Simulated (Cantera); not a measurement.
An isothermal, constant-pressure homogeneous reactor starts with NO : N2 = 1 : 1.1 (molar parts), at 1825 K and 0.0188 atm. Integrator tolerance rtol = 1e-08.

Detailed kinetics in Cantera: GRI-Mech 3.0 (53 species, 325 reactions). Radical loss at walls, strong at low pressure, is not modelled.

Task: What does this change do: NO 1 to 2.1 parts?

Result: 
| quantity | before | after |
|---|---|---|
| x(NO) at 90.0 s | 0.190 (gas-phase equilibrium 0.00472) | 0.209 (gas-phase equilibrium 0.00520) |
| x(O2) at 90.0 s | 0.143 (gas-phase equilibrium 0.235) | 0.223 (gas-phase equilibrium 0.325) |
| x(N2) at 90.0 s | 0.667 (gas-phase equilibrium 0.759) | 0.567 (gas-phase equilibrium 0.669) |
| x(N2O) at 90.0 s | 1.01e-5 (gas-phase equilibrium 3.66e-8) | 1.13e-5 (gas-phase equilibrium 3.78e-8) |
| x(O) at 90.0 s | 0.000435 (gas-phase equilibrium 0.000544) | 0.000540 (gas-phase equilibrium 0.000639) |
